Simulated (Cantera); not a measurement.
A Cantera script and what it prints.

```python
import numpy as np
import cantera as ct

gas_names = [...]  # 151 gases of nasa_gas.yaml made of C, H, N, O, Si
cond_names = """
    C(gr) C6H6(L) C7H8(L) C8H18(L),n-octa H2O(s) H2O(L) Si(cr) Si(L) SiC(b) SiO2(Lqz) SiO2(hqz) SiO2(L)
    Si2N2O(s) Si3N4(a)
""".split()


# ... load() reads the species with a 1 bar reference pressure and builds the phases ...
atoms = {
    'TEOS': {'Si': 1, 'C': 8, 'H': 20, 'O': 4},
    'O2': {'O': 2},
    'N2': {'N': 2},
    'CO2': {'C': 1, 'O': 2},
}
top_T = {'C(gr)': 4500, 'SiC(b)': 3050, 'Si2N2O(s)': 2100, 'Si3N4(a)': 2400}  # K; cautious upper limits of use, not melting points


# ... equilibrate(T, P, feed) seeds the gas with the atoms and calls Mixture.equilibrate('TP', solver="vcs", rtol=1e-11, max_steps=5000) ...
results = []
feed = {'TEOS': 1, 'O2': 0.46, 'N2': 87, 'CO2': 2.4}  # mol
P = 97  # Pa
for T in [523, 573, 623, 673, 723, 773, 823, 873, 923, 973, 1023, 1073, 1123]:
    mix = equilibrate(T, P, feed)
    results.append((T, P, feed, dict(zip(mix.species_names, mix.species_moles))))

top = {s: max(r[3][s] / sum(r[3][g] for g in gas_names) for r in results) for s in gas_names}
cols = sorted((s for s in top if top[s] > 0.0001), key=lambda s: -top[s])[:6]
seen = [c for c in cond_names if any(r[3].get(c, 0) > 1e-12 for r in results)]
print("log10 of partial pressures in bar; condensed amounts in mol")
print(f"{'T/K':>10s}" + "".join(f"{s[:9]:>10s}" for s in cols + seen))
for T, P, feed, n in results:
    ng = sum(n[g] for g in gas_names)
    print(f"{T:10.4g}" + "".join(f"{np.log10(max(n[s] / ng * P / 1e5, 1e-99)):10.3f}" for s in cols)
          + "".join(f"{n.get(c, 0):10.4g}" for c in seen))
```

It prints:

```
log10 of partial pressures in bar; condensed amounts in mol
       T/K        N2        H2        CO       H2O       CO2       CH4     C(gr) SiO2(Lqz) SiO2(hqz) Si2N2O(s)
       523    -3.069    -4.224    -6.319    -4.512    -4.653    -5.421     7.697         1         0         0
       573    -3.074    -4.111    -5.518    -4.767    -4.563    -5.908     7.137         1         0         0
       623    -3.078    -4.061    -4.891    -5.076    -4.578    -6.416     6.268         1         0         0
       673    -3.085    -4.042    -4.448    -5.453    -4.772    -6.900     4.827         1         0         0
       723    -3.091    -4.036    -4.224    -5.949    -5.253    -7.345     3.394         1         0         0
       773    -3.093    -4.034    -4.161    -6.517    -5.935    -7.743     2.836         1         0         0
       823    -3.094    -4.034    -4.149    -7.061    -6.618    -8.097     2.715         1         0         0
       873    -3.094    -4.033    -4.146    -7.551    -7.238    -8.415     2.689         0         1         0
       923    -3.094    -4.033    -4.146    -7.990    -7.793    -8.700     2.683         0         1         0
       973    -3.094    -4.033    -4.146    -8.385    -8.290    -8.958     2.681         0         1         0
      1023    -3.094    -4.033    -4.146    -8.742    -8.738    -9.191      2.68         0         1         0
      1073    -3.100    -4.037    -4.073    -8.996    -8.997    -9.413      1.18         0         0       0.5
      1123    -3.100    -4.037    -4.073    -9.291    -9.364    -9.607     1.179         0         0       0.5
```

Method: chemical equilibrium by Gibbs-energy minimisation in Cantera with the NASA 1993 tables (ideal gas, pure condensed phases). The feed counts by its element totals alone. N2 is the only nitrogen source here; it is nearly inert below about 1500 K, so the nitride shown seldom forms there in practice.
